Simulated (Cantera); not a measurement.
Cantera run:

```python
import numpy as np
import cantera as ct

gas_names = """
    CL CL2 H HCL H2 N NH NH2 NH3 N2 N2H2 N2H4 Si SiCL SiCL2 SiCL3 SiCL4 SiH SiHCL3 SiH2 SiH2CL2 SiH3
    SiH3CL SiH4 SiN Si2 Si2N Si3
""".split()
cond_names = """
    NH4CL(a) NH4CL(b) Si(cr) Si(L) Si3N4(a)
""".split()


# ... load() reads the species with a 1 bar reference pressure and builds the phases ...
atoms = {
    'SiH2Cl2': {'Si': 1, 'H': 2, 'CL': 2},
    'N2': {'N': 2},
}
top_T = {'Si3N4(a)': 2400}  # K; cautious upper limits of use, not melting points


# ... equilibrate(T, P, feed) seeds the gas with the atoms and calls Mixture.equilibrate('TP', solver="vcs", rtol=1e-11, max_steps=5000) ...
results = []
feed = {'SiH2Cl2': 1, 'N2': 29}  # mol
P = 2100  # Pa
for T in [1100, 1150, 1200, 1250, 1300, 1350, 1400, 1450]:
    mix = equilibrate(T, P, feed)
    results.append((T, P, feed, dict(zip(mix.species_names, mix.species_moles))))
    x = sorted(zip(gas.X, gas.species_names), reverse=True)
    print(f"T = {T:g} K  P = {P:g} Pa  gas = {mix.phase_moles(0):.4g} mol")
    print("   x: " + "  ".join(f"{s} {v:.3e}" for v, s in x if v > 0.001))
    print("   condensed (mol): " + ("  ".join(f"{mix.phase(i).name} {mix.phase_moles(i):.4g}"
          for i in range(1, mix.n_phases) if mix.phase_moles(i) > 1e-12) or "none"))
```

Result:

```
T = 1100 K  P = 2100 Pa  gas = 30.29 mol
   x: N2 9.383e-01  HCL 4.848e-02  H2 8.769e-03  SiCL4 4.339e-03
   condensed (mol): Si3N4(a) 0.2889
T = 1150 K  P = 2100 Pa  gas = 30.29 mol
   x: N2 9.382e-01  HCL 4.903e-02  H2 8.491e-03  SiCL4 4.149e-03
   condensed (mol): Si3N4(a) 0.29
T = 1200 K  P = 2100 Pa  gas = 30.3 mol
   x: N2 9.380e-01  HCL 4.945e-02  H2 8.274e-03  SiCL4 3.933e-03
   condensed (mol): Si3N4(a) 0.2905
T = 1250 K  P = 2100 Pa  gas = 30.3 mol
   x: N2 9.379e-01  HCL 4.970e-02  H2 8.138e-03  SiCL4 3.651e-03
   condensed (mol): Si3N4(a) 0.2899
T = 1300 K  P = 2100 Pa  gas = 30.32 mol
   x: N2 9.376e-01  HCL 4.968e-02  H2 8.134e-03  SiCL4 3.243e-03
   condensed (mol): Si3N4(a) 0.287
T = 1350 K  P = 2100 Pa  gas = 30.34 mol
   x: N2 9.372e-01  HCL 4.917e-02  H2 8.355e-03  SiCL4 2.648e-03  SiCL2 1.633e-03
   condensed (mol): Si3N4(a) 0.2803
T = 1400 K  P = 2100 Pa  gas = 30.39 mol
   x: N2 9.367e-01  HCL 4.790e-02  H2 8.945e-03  SiCL2 3.328e-03  SiCL4 1.882e-03  SiCL3 1.215e-03
   condensed (mol): Si3N4(a) 0.268
T = 1450 K  P = 2100 Pa  gas = 30.45 mol
   x: N2 9.361e-01  HCL 4.556e-02  H2 1.005e-02  SiCL2 5.806e-03  SiCL3 1.329e-03  SiCL4 1.111e-03
   condensed (mol): Si3N4(a) 0.2494
```

Method: chemical equilibrium by Gibbs-energy minimisation in Cantera with the NASA 1993 tables (ideal gas, pure condensed phases). N2 is the only nitrogen source here; it is nearly inert below about 1500 K, so the nitride shown seldom forms there in practice. The tables' values for SiCl3 are old estimates; treat these amounts as uncertain.
